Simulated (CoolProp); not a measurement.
A simple Rankine cycle with water: condensing at 314.15 K, boiler at 6.12 MPa, turbine inlet 700.1 K, turbine efficiency 0.65, pump efficiency 0.8, no recuperator. Each further row changes one setting.

Values from CoolProp's reference Helmholtz-energy equation of state, Wagner 2002.

```
case                             thermal efficiency (%)  net work (kJ/kg)  heat in (kJ/kg)  turbine exit temperature (K)  volume ratio over the turbine
-------------------------------  ----------------------  ----------------  ---------------  ----------------------------  -----------------------------
as stated                                          24.6               755             3060                         314.1                              …
turbine inlet 720.1 K                              24.8                 …             3110                         314.1                              …
condensing temperature 306.15 K                    25.4                 …             3100                         306.1                            546
boiler pressure 4.28 MPa                           23.8               736             3100                         314.1                              …
turbine efficiency 0.55                               …                 …             3060                             …                            394
```

**Question.** Complete the blanks.

**Answer.** 
- as stated, volume ratio over the turbine: 364
- turbine inlet 720.1 K, net work (kJ/kg): 773
- turbine inlet 720.1 K, volume ratio over the turbine: 356
- condensing temperature 306.15 K, net work (kJ/kg): 787
- boiler pressure 4.28 MPa, volume ratio over the turbine: 254
- turbine efficiency 0.55, thermal efficiency (%): 20.8
- turbine efficiency 0.55, net work (kJ/kg): 638
- turbine efficiency 0.55, turbine exit temperature (K): 326.4

The expansion ends wet for: as stated; turbine inlet 720.1 K; condensing temperature 306.15 K; boiler pressure 4.28 MPa.
